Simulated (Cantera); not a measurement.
# Equilibrium for carbothermic reduction: CuO + CO

Charge: 1 mol CuO, 6.8 mol CO, held at 18.0 Torr.

Equilibrium computed with Cantera from the NASA thermochemical tables; the gas is ideal and each condensed phase is pure. Candidate condensed phases: C, Cu, CuO, Cu₂O; 15 gas species. Kinetics and transport are ignored.

From 1375 K to 1925 K the condensed part is Cu(l). From 1975 K to 2025 K nothing is condensed. The main Cu-bearing gas is Cu throughout.

```
T (K)   x CO  x CO₂      x Cu     x Cu₂       x O  n Cu(l)
-----  -----  -----  --------  --------  --------  -------
1375   0.853  0.147   3.43e-5   5.53e-9  2.89e-12    1.000
1425   0.853  0.147   9.05e-5   2.12e-8  1.49e-11    0.999
1475   0.853  0.147  0.000223   7.42e-8  6.89e-11    0.998
1525   0.852  0.147  0.000518   2.38e-7  2.88e-10    0.996
1575   0.852  0.147   0.00114   7.07e-7   1.10e-9    0.992
1625   0.851  0.147   0.00238   1.96e-6   3.85e-9    0.984
1675   0.849  0.146   0.00476   5.08e-6   1.25e-8    0.967
1725   0.845  0.146   0.00912   1.24e-5   3.81e-8    0.937
1775   0.839  0.145    0.0168   2.89e-5   1.09e-7    0.883
1825   0.827  0.143    0.0300   6.40e-5   2.93e-7    0.789
1875   0.809  0.139    0.0518  0.000135   7.49e-7    0.626
1925   0.779  0.134    0.0869  0.000275   1.82e-6    0.349
1975   0.744  0.128     0.127  0.000434   4.24e-6        0
2025   0.744  0.128     0.128  0.000324   9.44e-6        0
```
x: gas mole fraction; n: condensed amount in mol.
